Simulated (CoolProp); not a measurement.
Vapour-liquid equilibrium of R134a (1) + R124 (2) at 255.5 K; x and y are mole fractions of (1).

The numbers come from the multi-fluid Helmholtz-energy mixture model, Tillner-Roth 1994 and de Vries 1995; pair parameters Bell 2016 in CoolProp.

Give the bubble pressure and the first vapour's composition at x = 0.05, 0.65, 0.8. Is there an azeotrope?

x = 0.05: 83.97 kPa, y = 0.100; x = 0.65: 128.1 kPa, y = 0.760; x = 0.8: 136.6 kPa, y = 0.864. No azeotrope shows between x = 0.05 and 0.95.

The pair parameters rest on a limited set of measurements; away from them the model extrapolates.
